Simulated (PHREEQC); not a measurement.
Consider water at 25 °C with 0.22 mol CaCl2 and 0.0002 mol KCl per kg of water. Closed to the air; pH follows from the charge balance.

Computed with PHREEQC (ion-association model, wateq4f.dat).

Question: The ionic strength comes out as 0.660 mol/kgw. What activity coefficients do Ca+2, Cl-, K+ get?

Answer: Ca+2 0.25, Cl- 0.63, K+ 0.63.

No solid was allowed to form.
